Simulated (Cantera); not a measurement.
What does this Cantera script print?

```python
import numpy as np
import cantera as ct

gas_names = """
    Fe FeO Fe(OH)2 H HO2 H2 H2O H2O2 H2S H2SO4 O OH O2 O3 S SH SO SO2 SO3 S2 S2O S8
""".split()
cond_names = """
    Fe(a) Fe(c) Fe(d) Fe(L) FeO(s) FeO(L) Fe(OH)2(s) Fe(OH)3(s) FeS(a) FeS(b) FeS(c) FeS(L) FeSO4(s)
    FeS2(s) Fe2O3(s) Fe2S3O12(s) Fe3O4(s) H2O(s) H2O(L) H2SO4(L) S(cr1) S(cr2) S(L)
""".split()


# ... load() reads the species with a 1 bar reference pressure and builds the phases ...
atoms = {
    'Fe2O3': {'Fe': 2, 'O': 3},
    'H2S': {'H': 2, 'S': 1},
    'H2O': {'H': 2, 'O': 1},
}
top_T = {'FeSO4(s)': 950, 'FeS2(s)': 1010, 'Fe2O3(s)': 1830, 'Fe2S3O12(s)': 1100, 'Fe3O4(s)': 1870}  # K; cautious upper limits of use, not melting points


# ... equilibrate(T, P, feed) seeds the gas with the atoms and calls Mixture.equilibrate('TP', solver="vcs", rtol=1e-11, max_steps=5000) ...
results = []
feed = {'Fe2O3': 1, 'H2S': 0.34, 'H2O': 2.6}  # mol
T = 1725  # K
P = 1000  # Pa
mix = equilibrate(T, P, feed)
results.append((T, P, feed, dict(zip(mix.species_names, mix.species_moles))))
print(gas.report(threshold=0.0001))
for i in range(1, mix.n_phases):
    print(f"{mix.phase(i).name:16s} {mix.phase_moles(i):12.5e} mol")
```

It prints:

```
       temperature   1725 K
          pressure   1000 Pa
           density   0.0015783 kg/m^3
  mean mol. weight   22.636 kg/kmol
   phase of matter   gas

                          1 kg             1 kmol
                     ---------------   ---------------
          enthalpy        -8.129e+06       -1.8401e+08  J
   internal energy       -8.7626e+06       -1.9835e+08  J
           entropy             13541        3.0652e+05  J/K
    Gibbs function       -3.1488e+07       -7.1276e+08  J
 heat capacity c_p              2215             50139  J/K
 heat capacity c_v            1847.7             41825  J/K

                      mass frac. Y      mole frac. X     chem. pot. / RT
                     ---------------   ---------------   ---------------
                 H        8.0305e-06        0.00018034           -14.144
                H2        0.00083971         0.0094285           -28.289
               H2O            0.7045           0.88522           -48.429
                OH        0.00070085        0.00093283           -34.285
                O2        0.00084137        0.00059521            -40.28
                SO        0.00074056        0.00034881           -42.643
               SO2             0.292           0.10318           -62.783
     [  +15 minor]        0.00037433        0.00010961

Fe(d)             0.00000e+00 mol
FeO(L)            1.97892e+00 mol
FeS(L)            0.00000e+00 mol
Fe2O3(s)          0.00000e+00 mol
Fe3O4(s)          6.92876e-03 mol
S(L)              0.00000e+00 mol
```

Method: chemical equilibrium by Gibbs-energy minimisation in Cantera with the NASA 1993 tables (ideal gas, pure condensed phases). Mutual solubility and eutectic melting of coexisting phases are not modelled. The tables' stoichiometric FeO is somewhat more stable than real wüstite, so its field is too wide. FeO: taken at fixed stoichiometry.
